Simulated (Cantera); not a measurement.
**Catalytic combustion on Pt**

An isothermal plug-flow reactor at 950 K and 500000 Pa (inlet), inlet velocity 2.4 m/s, active area per volume 250 1/m; feed H2 : O2 : N2 = 0.012 : 0.19 : 0.79 (molar parts).

Detailed kinetics in Cantera: Deutschmann's 1995 Pt surface mechanism with GRI-Mech 3.0 gas chemistry. Catalytic surfaces can have several steady states; this one follows from the mechanism file's or the stated starting coverage. Mass transfer to the wall is taken as infinitely fast.

```json
[
 {"z (m)": "0.00044", "x H2": "0.00959", "x O2": "0.191", "x H2O": "0.00252", "θ free Pt": "0.127", "θ O*": "0.869", "θ OH*": "0.00342"},
 {"z (m)": "0.00073", "x H2": "0.00837", "x O2": "0.190", "x H2O": "0.00375", "θ free Pt": "0.118", "θ O*": "0.879", "θ OH*": "0.00344"},
 {"z (m)": "0.0012", "x H2": "0.00683", "x O2": "0.189", "x H2O": "0.00530", "θ free Pt": "0.107", "θ O*": "0.890", "θ OH*": "0.00346"},
 {"z (m)": "0.002", "x H2": "0.00500", "x O2": "0.189", "x H2O": "0.00714", "θ free Pt": "0.0950", "θ O*": "0.902", "θ OH*": "0.00346"},
 {"z (m)": "0.0034", "x H2": "0.00309", "x O2": "0.188", "x H2O": "0.00907", "θ free Pt": "0.0841", "θ O*": "0.912", "θ OH*": "0.00344"},
 {"z (m)": "0.0057", "x H2": "0.00151", "x O2": "0.187", "x H2O": "0.0106", "θ free Pt": "0.0762", "θ O*": "0.920", "θ OH*": "0.00342"},
 {"z (m)": "0.0095", "x H2": "0.000510", "x O2": "0.187", "x H2O": "0.0117", "θ free Pt": "0.0717", "θ O*": "0.925", "θ OH*": "0.00340"},
 {"z (m)": "0.016", "x H2": "8.54e-5", "x O2": "0.187", "x H2O": "0.0121", "θ free Pt": "0.0699", "θ O*": "0.927", "θ OH*": "0.00339"},
 {"z (m)": "0.026", "x H2": "5.63e-6", "x O2": "0.187", "x H2O": "0.0122", "θ free Pt": "0.0696", "θ O*": "0.927", "θ OH*": "0.00339"},
 {"z (m)": "0.044", "x H2": "4.24e-8", "x O2": "0.187", "x H2O": "0.0122", "θ free Pt": "0.0695", "θ O*": "0.927", "θ OH*": "0.00339"}
]
```
x: gas mole fraction; θ: surface coverage.
